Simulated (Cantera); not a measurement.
Charge: 1 mol SiH₄, 0.3 mol CO₂, 15 mol H₂, equilibrated at 1425 K and 0.0975 Torr.

Cantera equilibrium calculation (NASA polynomials, part measured and part estimated; ideal gas, pure solids and liquids). Candidate condensed phases: C, C₆H₆, C₇H₈, C₈H₁₈, H₂O, Si, SiC, SiO₂; 123 gas species. Mutual solubility and eutectic melting of coexisting phases are not modelled. Kinetics and transport are ignored.

Base state: H₂ 0.965, SiO 0.0334, CO 0.000680, H 0.000588, Si 1.24e-5 (mole fractions); condensed: Si(s) + SiC(s).

**Question.** What changes in the equilibrium state with this change: pressure from 0.0975 Torr to 100 Torr?

**Answer.** 
```json
[
 {"species": "H₂", "before": "0.965", "after": "0.999"},
 {"species": "SiO", "before": "0.0334", "after": "0.000921"},
 {"species": "CO", "before": "0.000680", "after": "1.88e-5"},
 {"species": "Si", "before": "1.24e-5", "after": "1.21e-8"},
 {"species": "H", "before": "0.000588", "after": "1.87e-5"},
 {"species": "Si(s), mol", "before": "0.124", "after": "0.393"},
 {"species": "SiC(s), mol", "before": "0.288", "after": "0.300"},
 {"species": "SiO₂(β-quartz), mol", "before": "0", "after": "0.292"}
]
```
The tables hold silica as quartz up to 1696 K and as liquid above; real silica turns to tridymite and cristobalite and melts near 1996 K.
